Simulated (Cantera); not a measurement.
Charge: 1 mol Si, 2.1 mol N2O, 70 mol H2, 0.46 mol NH3, held at 0.000320 bar.

Method: chemical equilibrium by Gibbs-energy minimisation in Cantera with the NASA 1993 tables (ideal gas, pure condensed phases). Candidate condensed phases: H2O, Si, SiO2, Si2N2O, Si3N4; 35 gas species. The tables hold silica as quartz up to 1696 K and as liquid above; real silica turns to tridymite and cristobalite and melts near 1996 K. Equilibrium is a limit: real reactors are often held back by kinetics, nucleation or transport.

Task: At 1573 K, list the 4 most abundant gas species with their mole fractions, and the condensed phases.

Result: H2 0.954, N2 0.0317, H2O 0.00689, SiO 0.00553. Condensed: SiO2(β-quartz).
